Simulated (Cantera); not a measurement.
A freely propagating, adiabatic, planar premixed flame of C₃H₈ : O₂ : N₂ = 1 : 4.17 : 10.8 (molar parts), equivalence ratio 1.2, unburnt at 375 K and 0.710 bar; mixture-averaged transport, grid criteria slope 0.08 and curve 0.16, no radiation.

Detailed kinetics in Cantera: GRI-Mech 3.0 (53 species, 325 reactions). GRI-Mech 3.0 was tuned for natural gas; its chemistry of propane as a main component is partial and can be far from experiment. Burning velocities carry a grid error of a few per cent, more on coarse grids.

**Question.** How do the results move with these cheaper or finer settings: unity-Lewis-number transport; multicomponent transport; multicomponent+Soret transport; grid criteria slope 0.5, curve 1; grid criteria slope 0.25, curve 0.5; grid criteria slope 0.03, curve 0.06?

**Answer.** 
| setting | laminar burning velocity | thermal thickness | peak x(H) | peak x(CH₄) | grid points |
|---|---|---|---|---|---|
| as above | 117 cm/s | 0.294 mm | 0.0193 | 0.00471 | 145 |
| unity-Lewis-number transport | 76.2 cm/s | 0.372 mm | 0.0219 | 0.00246 | 140 |
| multicomponent transport | 117 cm/s | 0.299 mm | 0.0193 | 0.00474 | 145 |
| multicomponent+Soret transport | 115 cm/s | 0.297 mm | 0.0194 | 0.00439 | 145 |
| grid criteria slope 0.5, curve 1 | 122 cm/s | 0.332 mm | 0.0199 | 0.00470 | 45 |
| grid criteria slope 0.25, curve 0.5 | 121 cm/s | 0.306 mm | 0.0196 | 0.00465 | 67 |
| grid criteria slope 0.03, curve 0.06 | 116 cm/s | 0.290 mm | 0.0191 | 0.00468 | 371 |
The base run took around 16 core-seconds (rough).
Unity Lewis numbers drop preferential diffusion, which matters most where H2 and H carry the flame; Soret adds thermal diffusion.
